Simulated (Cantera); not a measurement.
Ignition delay

Mixture: 4.43 % C2H4, 18.5 % O2, 69.6 % N2, 7.53 % H2O, equivalence ratio 0.72, at 1.00 atm, adiabatic and at constant volume. Ignition delay is the time to a rise of 400 K.

Model: GRI-Mech 3.0 (53 species, 325 reactions), integrated in Cantera. GRI-Mech 3.0 was tuned for natural gas; its chemistry of ethylene as a main component is partial and can be far from experiment. Where the delays flatten at high temperature, the 400 K rule measures the pace of heat release, not the induction time.

```json
[
 {"T0 (K)": "1123", "delay (ms)": "2.99"},
 {"T0 (K)": "1173", "delay (ms)": "0.765"},
 {"T0 (K)": "1223", "delay (ms)": "0.251"},
 {"T0 (K)": "1273", "delay (ms)": "0.128"},
 {"T0 (K)": "1323", "delay (ms)": "0.0824"},
 {"T0 (K)": "1373", "delay (ms)": "0.0589"},
 {"T0 (K)": "1423", "delay (ms)": "0.0447"},
 {"T0 (K)": "1473", "delay (ms)": "0.0353"},
 {"T0 (K)": "1523", "delay (ms)": "0.0287"}
]
```

apparent activation energy between 1423 and 1523 K: 80 kJ/mol
